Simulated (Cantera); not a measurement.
Charge: 1 mol C2F6, 6.9 mol H2, equilibrated at 10.0 mbar.

Method: chemical equilibrium by Gibbs-energy minimisation in Cantera with the NASA 1993 tables (ideal gas, pure condensed phases). Candidate condensed phases: C, C6H6, C7H8, C8H18; 95 gas species. The feed counts by its element totals alone. The numbers say what is thermodynamically allowed, not how fast it happens.

Q: What share of the C ends up in condensed phases as a function of T (°C), at 1752, 1827, 1902, 1977, 2052, 2127, 2202, 2277, 2352?

A: 
```tsv
T (°C)	C condensed (%)	as
1752	99.7	C(graphite)
1827	99.4	C(graphite)
1902	99.2	C(graphite)
1977	98.8	C(graphite)
2052	98.2	C(graphite)
2127	97.6	C(graphite)
2202	96.7	C(graphite)
2277	95.6	C(graphite)
2352	94.1	C(graphite)
```
